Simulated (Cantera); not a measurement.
Input: 1 mol Zr, 0.82 mol N2O, 91 mol H2, held at 9.75 Torr.

These are equilibrium values from Cantera (NASA tables, ideal gas, pure condensed phases), not measurements of a reactor. Candidate condensed phases: H2O, Zr, ZrN, ZrO2; 28 gas species. ZrN: taken at fixed stoichiometry. Equilibrium is a limit: real reactors are often held back by kinetics, nucleation or transport.

Problem. At 2375 °C, list the 4 most abundant gas species with their mole fractions, and the condensed phases.

Solution. H2 0.655, H 0.330, ZrO 0.00729, N2 0.00677. Condensed: ZrN(s).
